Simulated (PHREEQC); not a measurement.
Ca(OH)2 is added in steps, without added water, to 1 kg of water holding 0.016 mol H3BO3, 0.00026 mol Na2SO4 and 0.00027 mol LiCl, at 25 °C. The system is closed to CO2. Only these solids could form: Glauberite, Gypsum, Anhydrite, Halite, Mirabilite, Portlandite, Thenardite, Borax, Boric_acid,s, NaBO2:4H2O, NaB5O8:5H2O, Teepleite.

Base run: PHREEQC, Pitzer model, pitzer.dat. Each further column changes one thing. The table gives CaB(OH)4+ (mol/kgw).

```
Ca(OH)2 added (mol)     base  LiCl left out  H3BO3 from 0.016 to 0.08 mol/kgw  diluted 100-fold with water  no solid may form
-------------------  -------  -------------  --------------------------------  ---------------------------  -----------------
0                          0              0                                 0                            0                  0
0.006                0.00129        0.00130                                 ?                            ?            0.00129
0.01                 0.00234        0.00235                                 ?                            ?            0.00234
0.016                0.00312        0.00312                           0.00517                      3.52e-5            0.00312
0.022                0.00369        0.00369                                 ?                      3.91e-5            0.00369
0.026                0.00400        0.00400                                 ?                      3.91e-5            0.00400
0.032                0.00413        0.00413                            0.0141                      3.91e-5            0.00438
```

Question: What belongs in the gaps?

Answer: 
- 0.006, H3BO3 from 0.016 to 0.08 mol/kgw: 0.00110
- 0.006, diluted 100-fold with water: 2.04e-5
- 0.01, H3BO3 from 0.016 to 0.08 mol/kgw: 0.00251
- 0.01, diluted 100-fold with water: 2.76e-5
- 0.022, H3BO3 from 0.016 to 0.08 mol/kgw: 0.00828
- 0.026, H3BO3 from 0.016 to 0.08 mol/kgw: 0.0105

 In at least one series the solution becomes supersaturated in solids that the run did not let form, among them Portlandite. Solids allowed in the column 'LiCl left out': Glauberite, Gypsum, Anhydrite, Mirabilite, Portlandite, Thenardite, Borax, Boric_acid,s, NaBO2:4H2O, NaB5O8:5H2O.
